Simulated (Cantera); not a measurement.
An adiabatic, constant-pressure homogeneous reactor starts with CH4 : CO : O2 : N2 = 1 : 0.31 : 3.59 : 13.5 (molar parts), equivalence ratio 0.60, at 1298 K and 11.0 bar. Integrator tolerance rtol = 1e-08.

Model: GRI-Mech 3.0 (53 species, 325 reactions), integrated in Cantera.

Question: What does this change do: 0.84 parts H2 added?

Answer: 
```json
[
 {"quantity": "time of steepest temperature rise", "before": "1.23 ms", "after": "82.8 µs"},
 {"quantity": "temperature at 4.00 s", "before": "2465 K", "after": "2631 K"},
 {"quantity": "equilibrium temperature", "before": "2465 K", "after": "2631 K"},
 {"quantity": "x(CH4) at 4.00 s", "before": "<1e-12 (gas-phase equilibrium <1e-12)", "after": "<1e-12 (gas-phase equilibrium <1e-12)"},
 {"quantity": "x(CO) at 4.00 s", "before": "0.00239 (gas-phase equilibrium 0.00239)", "after": "0.00623 (gas-phase equilibrium 0.00623)"},
 {"quantity": "x(O2) at 4.00 s", "before": "0.0719 (gas-phase equilibrium 0.0719)", "after": "0.0484 (gas-phase equilibrium 0.0484)"},
 {"quantity": "x(H2O) at 4.00 s", "before": "0.106 (gas-phase equilibrium 0.106)", "after": "0.144 (gas-phase equilibrium 0.144)"},
 {"quantity": "x(H2) at 4.00 s", "before": "0.000599 (gas-phase equilibrium 0.000599)", "after": "0.00216 (gas-phase equilibrium 0.00216)"},
 {"quantity": "x(CH3) at 4.00 s", "before": "<1e-12 (gas-phase equilibrium <1e-12)", "after": "<1e-12 (gas-phase equilibrium <1e-12)"},
 {"quantity": "x(C2H6) at 4.00 s", "before": "<1e-12 (gas-phase equilibrium <1e-12)", "after": "<1e-12 (gas-phase equilibrium <1e-12)"}
]
```

Question: What does this change do: constant volume in place of constant pressure?

Answer: 
```csv
quantity,before,after
time of steepest temperature rise,1.23 ms,1.17 ms
temperature at 4.00 s,2465 K,2696 K
equilibrium temperature,2465 K,2696 K
x(CH4) at 4.00 s,<1e-12 (gas-phase equilibrium <1e-12),<1e-12 (gas-phase equilibrium <1e-12)
x(CO) at 4.00 s,0.00239 (gas-phase equilibrium 0.00239),0.00510 (gas-phase equilibrium 0.00510)
x(O2) at 4.00 s,0.0719 (gas-phase equilibrium 0.0719),0.0693 (gas-phase equilibrium 0.0693)
x(H2O) at 4.00 s,0.106 (gas-phase equilibrium 0.106),0.103 (gas-phase equilibrium 0.103)
x(H2) at 4.00 s,0.000599 (gas-phase equilibrium 0.000599),0.00118 (gas-phase equilibrium 0.00118)
x(CH3) at 4.00 s,<1e-12 (gas-phase equilibrium <1e-12),<1e-12 (gas-phase equilibrium <1e-12)
x(C2H6) at 4.00 s,<1e-12 (gas-phase equilibrium <1e-12),<1e-12 (gas-phase equilibrium <1e-12)
```
